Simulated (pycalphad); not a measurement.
Computed with pycalphad from the COST 507 light-alloy database (1999), at 1 atm. These are 1990s assessments: newer ones move some temperatures and phases. Amounts are mole fractions of atoms. Diffusion is slow at the low end, where real alloys seldom reach equilibrium.

Task: Give the equilibrium state of Si-0.9266C (wt.%) at 527 °C.

Result: diamond (Si), fraction 0.957, with <0.01 C wt.%; CSI, fraction 0.043, with 30.0 C wt.%.

Task: Give the equilibrium state of Si-0.9266C (wt.%) at 1927 °C.

Result: liquid, fraction 0.961, with 0.09 C wt.%; CSI, fraction 0.039, with 30.0 C wt.%.

Database names, with the compositions (at.%) that they take in these runs: CSI: Si 50 C 50.
